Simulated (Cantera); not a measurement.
Feed: 1 mol Fe₂O₃, 1.3 mol CH₄, 0.057 mol CO, equilibrated at 2600 K.

Points: P (Pa) = 10, 36, 130, 460, 1700, 6000, 22000, 77000, 280000, 1e+06.

Cantera's Mixture.equilibrate('TP', solver="vcs", rtol=1e-11, max_steps=5000) on the NASA tables stopped like this:

```
ERROR: FAILURE its = 5001!

*******************************************************************************
CanteraError thrown by MultiPhase::equilibrate:
VCS solver failed. Return code: -1
*******************************************************************************
```

What got this run through?

Several could match; the one computed here: The failure is numerical, not chemical. The same input converged with solver="gibbs", rtol=1e-10, max_steps=50000, and the result passed a check of the equilibrium conditions:
```
log10 of partial pressures in bar; condensed amounts in mol
      P/Pa         H        H2        CO        Fe       H2O         O        OH       CO2       FeO     Fe(L)    FeO(L)
        10    -4.317    -5.802    -4.869    -4.698    -6.965    -4.819    -6.116    -6.843    -7.085         0         0
        36    -3.811    -4.790    -4.294    -4.117    -5.480    -4.346    -5.136    -5.795    -6.031         0         0
       130    -3.375    -3.918    -3.699    -3.512    -4.246    -3.985    -4.339    -4.838    -5.064         0         0
       460    -3.021    -3.209    -3.111    -2.913    -3.317    -3.764    -3.763    -4.029    -4.245         0         0
      1700    -2.697    -2.562    -2.516    -2.311    -2.559    -3.653    -3.329    -3.324    -3.531         0         0
      6000    -2.401    -1.970    -1.953    -1.745    -1.930    -3.616    -2.997    -2.724    -2.929         0         0
   2.2e+04    -2.013    -1.195    -1.298    -1.274    -1.452    -3.914    -2.906    -2.366    -2.755         0    0.6324
   7.7e+04    -1.678    -0.525    -0.654    -1.224    -0.832    -3.963    -2.621    -1.771    -2.755     0.911    0.7378
   2.8e+05    -1.380     0.071    -0.063    -1.224    -0.236    -3.963    -2.323    -1.180    -2.755     1.166    0.7417
     1e+06    -1.098     0.635     0.499    -1.224     0.329    -3.963    -2.040    -0.619    -2.755     1.231    0.7417
```

The gas is ideal and each condensed phase is pure. Each liquid is taken as pure. Mutual solubility and eutectic melting of coexisting phases are not modelled. The tables' stoichiometric FeO is somewhat more stable than real wüstite, so its field is too wide. FeO: taken at fixed stoichiometry.
